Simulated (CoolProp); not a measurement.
R1132(E) along the isobar 0.567 MPa: density (kg/m³) from the reference equation and from simpler models built on Tc = 348.8 K, pc = 5.174 MPa, ω = 0.245; each cubic takes its own stable root.

Values from CoolProp's reference Helmholtz-energy equation of state, Akasaka 2024.

```csv
T (K),phase,reference
319.2,gas,14.46
325.4,gas,14.13
331.6,gas,13.82
337.8,gas,13.52
344,gas,13.24
350.3,gas,12.97
356.5,gas,12.71
362.7,gas,12.46
368.9,gas,12.23
375.1,gas,12.00
381.3,gas,11.79
387.6,gas,11.58
393.8,gas,11.38
400,gas,11.18
```

Task: How far does each simpler model (ideal gas, van der Waals, Redlich-Kwong, Soave-Redlich-Kwong, Peng-Robinson) lie from the reference over these 14 states: mean and median of the absolute difference, and the worst?

Result: 
- ideal gas: mean 3.7 %, median 3.5 %, worst -5.4 % at 319.2 K and 0.567 MPa
- van der Waals: mean 0.5 %, median 0.4 %, worst -1.2 % at 319.2 K and 0.567 MPa
- Redlich-Kwong: mean 0.1 %, median 0.1 %, worst -0.4 % at 319.2 K and 0.567 MPa
- Soave-Redlich-Kwong: mean 0.1 %, median 0.1 %, worst -0.2 % at 319.2 K and 0.567 MPa
- Peng-Robinson: mean 0.3 %, median 0.3 %, worst +0.3 % at 356.5 K and 0.567 MPa
